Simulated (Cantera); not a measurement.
Charge: 1 mol BN, 9.2 mol H2, at 1275 °C and 35.0 Pa.

Method: chemical equilibrium by Gibbs-energy minimisation in Cantera with the NASA 1993 tables (ideal gas, pure condensed phases). Candidate condensed phases: B, BN; 15 gas species. Mutual solubility and eutectic melting of coexisting phases are not modelled. The tables' values for BH2 are old estimates; treat these amounts as uncertain. Equilibrium is a limit: real reactors are often held back by kinetics, nucleation or transport.

Base state: H2 0.998, H 0.00164, N2 5.39e-5, BH2 1.60e-5 (mole fractions); condensed: B(s) + BN(s).

Problem. What changes in the equilibrium state with this change: BN replaced by AlN?

Solution. 
```csv
species,before,after
H2,0.998,0.996
H,0.00164,0.00164
Al,0,0.00161
N2,5.39e-5,0.000819
BH2,1.60e-5,0
AlH,0,3.02e-5
"B(s), mol",0.000843,0
"BN(s), mol",0.999,0
"AlN(s), mol",0,0.985
```
Further candidate phases: Al, AlN.
